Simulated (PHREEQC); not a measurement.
Solution (25 °C): 1.56 mmol/kgw NiSO4, 0.92 mmol/kgw NaOH and 9.6 mmol/kgw H2SO4. Closed to the air; pH follows from the charge balance.

Model: ion-association model, wateq4f.dat, run in PHREEQC.

The pH is 1.92. The ionic strength is 0.0241 mol/kgw and the total alkalinity is -18.3 meq/kg.

| species | molality | activity | log γ |
|---|---|---|---|
| H+ | 0.0137 | 0.0120 | -0.054 |
| SO4-2 | 0.00610 | 0.00341 | -0.253 |
| HSO4- | 0.00463 | 0.00399 | -0.064 |
| Ni+2 | 0.00114 | 0.000630 | -0.259 |
| Na+ | 0.000905 | 0.000781 | -0.064 |
| NiSO4 | 0.000416 | 0.000418 | 0.002 |
| NaSO4- | 1.54e-5 | 1.33e-5 | -0.062 |
| Ni(SO4)2-2 | 1.39e-7 | 7.65e-8 | -0.259 |

Precipitation was switched off in this run.
